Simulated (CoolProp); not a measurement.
A Linde-Hampson liquefier for ethane: isothermal reversible compression at 320 K from 1 atm to 15 MPa, throttling to 1 atm, return gas leaving the recuperator 5 K below the feed. Each further row changes one setting.

Computed with CoolProp (reference Helmholtz-energy equation of state, Bücker 2006).

| case | liquid yield per pass | compression work (kJ/kg of gas) |
|---|---|---|
| as stated | 0.450 | 353 |
| high pressure 30 MPa | 0.460 | 390 |
| warm-end temperature 350 K | 0.351 | 414 |
| warm-end gap 10 K | 0.443 | 353 |
